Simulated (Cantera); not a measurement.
Input (Python, Cantera) and output of one run.

```python
import numpy as np
import cantera as ct

gas_names = """
    CL CL2 H HCL H2 N NH NH2 NH3 N2 N2H2 N2H4 Si SiCL SiCL2 SiCL3 SiCL4 SiH SiHCL3 SiH2 SiH2CL2 SiH3
    SiH3CL SiH4 SiN Si2 Si2N Si3
""".split()
cond_names = """
    NH4CL(a) NH4CL(b) Si(cr) Si(L) Si3N4(a)
""".split()


# ... load() reads the species with a 1 bar reference pressure and builds the phases ...
atoms = {
    'SiCl4': {'Si': 1, 'CL': 4},
    'NH3': {'N': 1, 'H': 3},
    'H2': {'H': 2},
}
top_T = {'Si3N4(a)': 2400}  # K; cautious upper limits of use, not melting points


# ... equilibrate(T, P, feed) seeds the gas with the atoms and calls Mixture.equilibrate('TP', solver="vcs", rtol=1e-11, max_steps=5000) ...
results = []
feed = {'SiCl4': 1, 'NH3': 31, 'H2': 32}  # mol
P = 1333.22  # Pa
for T in [1048, 1148, 1248, 1348, 1448, 1548, 1648, 1748, 1848]:
    mix = equilibrate(T, P, feed)
    results.append((T, P, feed, dict(zip(mix.species_names, mix.species_moles))))

top = {s: max(r[3][s] / sum(r[3][g] for g in gas_names) for r in results) for s in gas_names}
cols = sorted((s for s in top if top[s] > 0.001), key=lambda s: -top[s])[:9]
seen = [c for c in cond_names if any(r[3].get(c, 0) > 1e-12 for r in results)]
print("log10 of partial pressures in bar; condensed amounts in mol")
print(f"{'T/K':>10s}" + "".join(f"{s[:9]:>10s}" for s in cols + seen))
for T, P, feed, n in results:
    ng = sum(n[g] for g in gas_names)
    print(f"{T:10.4g}" + "".join(f"{np.log10(max(n[s] / ng * P / 1e5, 1e-99)):10.3f}" for s in cols)
          + "".join(f"{n.get(c, 0):10.4g}" for c in seen))
```

Output:

```
log10 of partial pressures in bar; condensed amounts in mol
       T/K        H2        N2       HCL     SiCL2         H     Si(L)  Si3N4(a)
      1048    -1.971    -2.683    -3.252    -9.072    -9.097         0    0.3333
      1148    -1.971    -2.683    -3.252    -7.923    -8.130         0    0.3333
      1248    -1.971    -2.683    -3.253    -6.962    -7.316         0     0.333
      1348    -1.971    -2.683    -3.254    -6.149    -6.621         0    0.3315
      1448    -1.971    -2.683    -3.258    -5.459    -6.021         0    0.3248
      1548    -1.971    -2.682    -3.274    -4.885    -5.497         0    0.3019
      1648    -1.970    -2.679    -3.315    -4.440    -5.036         0    0.2453
      1748    -1.972    -2.668    -3.362    -4.229    -4.627    0.5529         0
      1848    -1.974    -2.668    -3.353    -4.271    -4.262    0.5427         0
```

Equilibrium computed with Cantera from the NASA thermochemical tables; the gas is ideal and each condensed phase is pure. The tables' values for SiCl, SiCl3 are old estimates; treat these amounts as uncertain. Gases not in the tables: Si2H6 and higher silanes.
